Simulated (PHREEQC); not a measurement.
Consider water at 20 °C with 3.6 mmol/kgw CsBr and 0.6 mmol/kgw NaHS. Closed to the air; pH follows from the charge balance.

Equilibrium calculation in PHREEQC: ion-association model, wateq4f.dat.

This is a speciation only: nothing precipitates in the calculation.

Estimate the pH, ionic strength.

pH 8.94; ionic strength 0.00420 mol/kgw.

In which forms is S present?

HS- 99 %, H2S 1.1 % of the S.

Complexes and solids missing from the database can't appear. The polysulfide entries of wateq4f.dat were taken out for this run.
